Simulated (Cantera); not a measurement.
An adiabatic, constant-volume homogeneous reactor starts with 7.78 % CH₄, 19.2 % O₂, 72.2 % N₂, 0.855 % CO₂, at 1425 K and 1.01 bar.

Model: GRI-Mech 3.0 (53 species, 325 reactions), integrated in Cantera.

x: mole fraction; the columns are a selection and need not sum to one.

```
t (s)     T (K)  P (bar)   x CH₄    x O₂     x CH₃     x N₂O   x CH₂CO      x H
--------  -----  -------  ------  ------  --------  --------  --------  -------
5.00e-6    1425     1.01  0.0778   0.192   1.81e-7    <1e-12    <1e-12      [?]
1.64e-5    1425     1.01  0.0778   0.192   6.35e-7    <1e-12    <1e-12      [?]
5.35e-5    1425     1.01  0.0778   0.192   2.45e-6  6.15e-12    <1e-12      [?]
0.000175   1425     1.01  0.0777   0.192   1.26e-5  5.30e-11  1.23e-12      [?]
0.000572   1426     1.01  0.0775   0.192   7.53e-5  3.27e-10   3.12e-9      [?]
0.00187    1455     1.04  0.0726   0.188  0.000333   4.93e-9   6.76e-6      [?]
0.00612    2789     2.05  <1e-12  0.0396    <1e-12   1.11e-6    <1e-12  0.00540
0.0200     2789     2.05  <1e-12  0.0395    <1e-12   1.11e-6    <1e-12  0.00540
0.0654     2789     2.05  <1e-12  0.0395    <1e-12   1.11e-6    <1e-12  0.00540
0.214      2789     2.05  <1e-12  0.0395    <1e-12   1.11e-6    <1e-12  0.00540
0.700      2789     2.05  <1e-12  0.0395    <1e-12   1.11e-6    <1e-12  0.00540
```

### Question
What belongs in the gaps?

### Answer

- 5.00e-6, x H: 2.36e-9
- 1.64e-5, x H: 2.71e-9
- 5.35e-5, x H: 4.18e-9
- 0.000175, x H: 1.32e-8
- 0.000572, x H: 8.92e-8
- 0.00187, x H: 2.34e-6
